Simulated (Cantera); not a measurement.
Input: 1 mol SiF4, 1.3 mol O2, 4.1 mol N2O, equilibrated at 2123 K and 0.360 bar.

Equilibrium computed with Cantera from the NASA thermochemical tables; the gas is ideal and each condensed phase is pure. Candidate condensed phases: Si, SiO2, Si2N2O, Si3N4; 28 gas species. The tables' values for SiF3 are old estimates; treat these amounts as uncertain. Equilibrium is a limit: real reactors are often held back by kinetics, nucleation or transport.

What is the equilibrium state?


- x(N2): 0.479
- x(O2): 0.390
- x(SiF4): 0.118
- x(NO): 0.0112
- x(O): 0.00169
- x(F): 0.000301
- x(SiF3): 0.000279
- x(NO2): 1.31e-5
- x(SiO2): 3.86e-6
- gas amount: 8.460 mol
- log10 activity of Si(l) (absent): -12.25
